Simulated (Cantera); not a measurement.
Input: 1 mol Zr, 4.6 mol N2O, 2.4 mol N2, equilibrated at 0.00200 bar.

Equilibrium computed with Cantera from the NASA thermochemical tables; the gas is ideal and each condensed phase is pure. Candidate condensed phases: Zr, ZrN, ZrO2; 13 gas species. Kinetics and transport are ignored.

Question: Which condensed phases are stable at each of these points (T (°C)): 950, 1000, 1050, 1100, 1150, 1200, 1250?

Answer: 
| T (°C) | condensed phases | Zr condensed (%) |
|---|---|---|
| 950 | ZrO2(monoclinic) | 100.0 |
| 1000 | ZrO2(monoclinic) | 100.0 |
| 1050 | ZrO2(monoclinic) | 100.0 |
| 1100 | ZrO2(monoclinic) | 100.0 |
| 1150 | ZrO2(monoclinic) | 100.0 |
| 1200 | ZrO2(monoclinic) | 100.0 |
| 1250 | ZrO2(tetragonal) | 100.0 |

From 950 °C to 1200 °C the condensed part is ZrO2(monoclinic). At 1250 °C the condensed part is ZrO2(tetragonal).
